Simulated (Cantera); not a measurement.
An isothermal, constant-pressure homogeneous reactor starts with CH4 : O2 : N2 = 0.0026 : 0.049 : 1 (molar parts), equivalence ratio 0.11, at 900 K and 4.34 atm. Integrator tolerance rtol = 1e-08.

Detailed kinetics in Cantera: GRI-Mech 3.0 (53 species, 325 reactions). Below about 1000 K GRI-Mech 3.0 lacks low-temperature oxidation paths.

### Question
What does this change do: O2 0.049 to 0.017 parts?

### Answer
| quantity | before | after |
|---|---|---|
| x(CH4) at 6.00 s | 0.000456 (gas-phase equilibrium <1e-12) | 0.00255 (gas-phase equilibrium <1e-12) |
| x(O2) at 6.00 s | 0.0434 (gas-phase equilibrium 0.0416) | 0.0167 (gas-phase equilibrium 0.0116) |
| x(NO) at 6.00 s | <1e-12 (gas-phase equilibrium 4.54e-6) | <1e-12 (gas-phase equilibrium 2.43e-6) |
| x(H2O) at 6.00 s | 0.00394 (gas-phase equilibrium 0.00494) | 3.15e-6 (gas-phase equilibrium 0.00510) |
| x(HCN) at 6.00 s | <1e-12 (gas-phase equilibrium <1e-12) | <1e-12 (gas-phase equilibrium <1e-12) |
| x(C2H2) at 6.00 s | 2.13e-7 (gas-phase equilibrium <1e-12) | <1e-12 (gas-phase equilibrium <1e-12) |

### Question
What does this change do: temperature 900 to 1375 K?

### Answer
```csv
quantity,before,after
x(CH4) at 6.00 s,0.000456 (gas-phase equilibrium <1e-12),<1e-12 (gas-phase equilibrium <1e-12)
x(O2) at 6.00 s,0.0434 (gas-phase equilibrium 0.0416),0.0417 (gas-phase equilibrium 0.0415)
x(NO) at 6.00 s,<1e-12 (gas-phase equilibrium 4.54e-6),1.21e-7 (gas-phase equilibrium 0.000308)
x(H2O) at 6.00 s,0.00394 (gas-phase equilibrium 0.00494),0.00494 (gas-phase equilibrium 0.00494)
x(HCN) at 6.00 s,<1e-12 (gas-phase equilibrium <1e-12),<1e-12 (gas-phase equilibrium <1e-12)
x(C2H2) at 6.00 s,2.13e-7 (gas-phase equilibrium <1e-12),<1e-12 (gas-phase equilibrium <1e-12)
```
